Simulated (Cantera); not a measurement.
Feed: 1 mol SiCl4, 1.1 mol O2, equilibrated at 0.0133 bar.

Method: chemical equilibrium by Gibbs-energy minimisation in Cantera with the NASA 1993 tables (ideal gas, pure condensed phases). Candidate condensed phases: Si, SiO2; 15 gas species. The tables hold silica as quartz up to 1696 K and as liquid above; real silica turns to tridymite and cristobalite and melts near 1996 K. Equilibrium is a limit: real reactors are often held back by kinetics, nucleation or transport.

Question: Which condensed phases are stable at each of these points (T (°C)): 1225, 1250, 1275, 1300, 1325, 1350, 1375, 1400, 1425, 1450?

Answer: 
| T (°C) | condensed phases | Si condensed (%) |
|---|---|---|
| 1225 | SiO2(β-quartz) | 100.0 |
| 1250 | SiO2(β-quartz) | 100.0 |
| 1275 | SiO2(β-quartz) | 100.0 |
| 1300 | SiO2(β-quartz) | 100.0 |
| 1325 | SiO2(β-quartz) | 100.0 |
| 1350 | SiO2(β-quartz) | 100.0 |
| 1375 | SiO2(β-quartz) | 100.0 |
| 1400 | SiO2(β-quartz) | 100.0 |
| 1425 | SiO2(condensed) | 100.0 |
| 1450 | SiO2(condensed) | 100.0 |

From 1225 °C to 1400 °C the condensed part is SiO2(β-quartz). From 1425 °C to 1450 °C the condensed part is SiO2(condensed).
